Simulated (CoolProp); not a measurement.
Model: reference Helmholtz-energy equation of state, Lemmon 2006, in CoolProp. It is a short technical equation, of lower accuracy than the large ones.

### Question
For CH3F (R41), give the phase and the cp (kJ/(kg K)), speed of sound (m/s), Joule-Thomson coefficient (K/MPa) at 343.2 K and 0.18 MPa; 332.1 K and 6.59 MPa; 261.9 K and 0.224 MPa.

### Answer
- 343.2 K and 0.18 MPa: gas; cp 1.20, speed of sound 323, Joule-Thomson coefficient 12.0
- 332.1 K and 6.59 MPa: supercritical; cp 4.90, speed of sound 232, Joule-Thomson coefficient 9.73
- 261.9 K and 0.224 MPa: gas; cp 1.13, speed of sound 284, Joule-Thomson coefficient 26.6
